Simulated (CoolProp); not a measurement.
c-C4F8 (RC318) along the isotherm 128.25 °C: density (kg/m³) from the reference equation and from simpler models built on Tc = 115.2 °C, pc = 27.78 bar, ω = 0.355; each cubic takes its own stable root.

The numbers come from the reference Helmholtz-energy equation of state, Platzer 1990 in CoolProp. This equation is an older, rougher fit; its heat capacities, sound speeds and derivatives of the liquid may be far off and weren't checked against measurements.

| p (bar) | phase | reference |
|---|---|---|
| 0.878 | gas | 5.312 |
| 1.33 | gas | 8.086 |
| 2 | gas | 12.25 |
| 3.02 | gas | 18.71 |
| 4.55 | gas | 28.70 |
| 6.86 | gas | 44.53 |
| 10.4 | gas | 70.85 |
| 15.6 | gas | 115.5 |
| 23.6 | gas | 209.1 |
| 35.5 | supercritical | 648.4 |
| 53.6 | supercritical | 990.2 |
| 80.9 | supercritical | 1106 |
| 122 | supercritical | 1194 |
| 184 | supercritical | 1274 |
| 278 | supercritical | 1352 |

**Question.** How far does each simpler model (ideal gas, van der Waals, Soave-Redlich-Kwong) lie from the reference over these 15 states: mean and median of the absolute difference, and the worst?

**Answer.** 
- ideal gas: mean 23.3 %, median 13.4 %, worst -67.6 % at 128.25 °C and 53.6 bar
- van der Waals: mean 8.6 %, median 1.2 %, worst -23.9 % at 128.25 °C and 80.9 bar
- Soave-Redlich-Kwong: mean 2.9 %, median 0.2 %, worst -12.7 % at 128.25 °C and 53.6 bar
